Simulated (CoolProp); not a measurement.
Vapour-liquid equilibrium of R1234ze(E) (1) + n-pentane (2) at -35.15 °C; x and y are mole fractions of (1).

The numbers come from the multi-fluid Helmholtz-energy mixture model, Thol 2016 and Thol 2019; pair parameters Bell 2016 in CoolProp.

| x | bubble pressure (kPa) | y at the bubble point | dew pressure at overall composition x (kPa) | liquid density (mol/L) |
|---|---|---|---|---|
| 0.05 | 11.65 | 0.694 | 3.912 | 9.487 |
| 0.125 | 21.18 | 0.842 | 4.241 | 9.620 |
| 0.2 | 28.17 | 0.888 | 4.630 | 9.756 |
| 0.275 | 33.05 | 0.909 | 5.097 | 9.895 |
| 0.35 | 36.31 | 0.921 | 5.668 | 10.04 |
| 0.425 | 38.42 | 0.928 | 6.384 | 10.19 |
| 0.5 | 39.76 | 0.933 | 7.305 | 10.35 |
| 0.575 | 40.68 | 0.936 | 8.537 | 10.52 |
| 0.65 | 41.44 | 0.939 | 10.27 | 10.69 |
| 0.725 | 42.24 | 0.943 | 12.87 | 10.88 |
| 0.8 | 43.23 | 0.950 | 17.22 | 11.09 |
| 0.875 | 44.52 | 0.961 | 25.82 | 11.31 |
| 0.95 | 46.12 | 0.980 | 43.26 | 11.55 |

No azeotrope shows between x = 0.05 and 0.95.

The pair parameters rest on a limited set of measurements; away from them the model extrapolates. With so large a gap from Raoult's law the liquid may split in two, which this calculation doesn't test in full.
